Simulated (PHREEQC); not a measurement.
Leach liquor: an equilibrium model

Make-up at 80 °C: 0.13 mol H2SO4, 6.6e-05 mol Al2(SO4)3 and 0.023 mol MnSO4 per kg of water. Closed to the air; pH follows from the charge balance.

Computed with PHREEQC (ion-association model, phreeqc.dat).

Each row changes one thing in this solution. This is a speciation only: nothing precipitates in the calculation.

| case | pH | ionic strength (mol/kgw) | HSO4- (mol/kgw) | Mn+2 (mol/kgw) | SO4-2 (mol/kgw) | MnSO4 (mol/kgw) | SI of Gibbsite (Al(OH)3) |
|---|---|---|---|---|---|---|---|
| as made | 1.02 | 0.185 | 0.138 | 0.0174 | 0.00984 | 0.00561 | -7.86 |
| H2SO4 replaced by FeSO4 at the same molality | 4.75 | 0.240 | 0.000141 | 0.00883 | [?] | 0.0142 | +2.11 |
| H2SO4 left out | 4.41 | 0.0468 | 9.74e-5 | 0.0116 | 0.0117 | [?] | +1.77 |
| 0.002 mol/kgw CO2 added | 1.02 | 0.185 | 0.138 | 0.0174 | 0.00984 | 0.00561 | -7.86 |
| Al2(SO4)3 from 6.6e-05 to 6.6e-06 mol/kgw | 1.02 | [?] | 0.138 | 0.0174 | 0.00983 | 0.00561 | [?] |

### Question
Fill in the missing entries.

### Answer

- H2SO4 replaced by FeSO4 at the same molality, SO4-2 (mol/kgw): 0.0599
- H2SO4 left out, MnSO4 (mol/kgw): 0.0114
- Al2(SO4)3 from 6.6e-05 to 6.6e-06 mol/kgw, ionic strength (mol/kgw): 0.184
- Al2(SO4)3 from 6.6e-05 to 6.6e-06 mol/kgw, SI of Gibbsite (Al(OH)3): -8.86

Complexes and solids missing from the database can't appear. Some of these states are supersaturated (in Gibbsite (slow to form), for instance). Constants without temperature data keep their 25 °C values here.
